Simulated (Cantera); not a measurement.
Input: 1 mol PbO, 190 mol H₂, 1.1 mol N₂, held at 1923 K and 29000 Pa.

Equilibrium computed with Cantera from the NASA thermochemical tables; the gas is ideal and each condensed phase is pure. Candidate condensed phases: H₂O, Pb, PbO, PbO₂, Pb₃O₄; 27 gas species. Equilibrium is a limit: real reactors are often held back by kinetics, nucleation or transport.

Base state: H₂ 0.982, N₂ 0.00572, Pb 0.00520, H₂O 0.00520, H 0.00173 (mole fractions); condensed: gas only.

Task: What changes in the equilibrium state with this change: PbO replaced by Cu₂O?

Result: 
| species | before | after |
|---|---|---|
| H₂ | 0.982 | 0.980 |
| Cu | 0 | 0.00705 |
| N₂ | 0.00572 | 0.00571 |
| Pb | 0.00520 | 0 |
| Cu₂ | 0 | 2.21e-5 |
| H₂O | 0.00520 | 0.00519 |
| H | 0.00173 | 0.00173 |
| Cu(l), mol | 0 | 0.634 |
Further candidate phases: Cu, CuO, Cu(OH)₂, Cu₂O.
